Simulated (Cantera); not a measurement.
**Stirred combustor or abatement burner**

A perfectly stirred reactor is fed with 3.91 % CH4, 0.626 % H2, 15.1 % O2, 78.2 % N2, 2.15 % CO2, at 1.00 bar; it is adiabatic with a 600 K inlet, and is followed from long to short residence time, starting on the burning branch (τ in s: 0.12, 0.058, 0.027, 0.012, 0.0057, 0.0026, 0.0012, 0.00056, 0.00026, 0.00012, 5.6e-05, 2.6e-05, 1.2e-05).

Computed with Cantera and GRI-Mech 3.0 (53 species, 325 reactions).

| τ (s) | T (K) | x CH4 | x H2 | x O2 | x CO | x HCN | x CH2O | x H |
|---|---|---|---|---|---|---|---|---|
| 0.12 | 1533 | 1.83e-5 | 5.58e-5 | 0.0695 | 0.000301 | 1.58e-9 | 1.56e-6 | 8.55e-6 |
| 0.058 | 1530 | 2.91e-5 | 9.06e-5 | 0.0696 | 0.000496 | 1.99e-9 | 2.59e-6 | 1.72e-5 |
| 0.027 | 1525 | 4.76e-5 | 0.000150 | 0.0697 | 0.000837 | 2.66e-9 | 4.39e-6 | 3.56e-5 |
| 0.012 | 1517 | 8.08e-5 | 0.000256 | 0.0700 | 0.00146 | 4.04e-9 | 7.65e-6 | 7.56e-5 |
| 0.0057 | 1505 | 0.000134 | 0.000414 | 0.0706 | 0.00242 | 6.58e-9 | 1.27e-5 | 0.000146 |
| 0.0026 | 1484 | 0.000238 | 0.000683 | 0.0716 | 0.00415 | 1.17e-8 | 2.21e-5 | 0.000276 |
| 0.0012 | 1449 | 0.000471 | 0.00114 | 0.0736 | 0.00719 | 2.08e-8 | 4.08e-5 | 0.000463 |
| 0.00056 | 600 | 0.0391 | 0.00626 | 0.151 | <1e-12 | <1e-12 | <1e-12 | <1e-12 |
| 0.00026 | 600 | 0.0391 | 0.00626 | 0.151 | <1e-12 | <1e-12 | <1e-12 | <1e-12 |
| 0.00012 | 600 | 0.0391 | 0.00626 | 0.151 | <1e-12 | <1e-12 | <1e-12 | <1e-12 |
| 5.6e-5 | 600 | 0.0391 | 0.00626 | 0.151 | <1e-12 | <1e-12 | <1e-12 | <1e-12 |
| 2.6e-5 | 600 | 0.0391 | 0.00626 | 0.151 | <1e-12 | <1e-12 | <1e-12 | <1e-12 |
| 1.2e-5 | 600 | 0.0391 | 0.00626 | 0.151 | <1e-12 | <1e-12 | <1e-12 | <1e-12 |
x: mole fraction; the columns are a selection and need not sum to one.
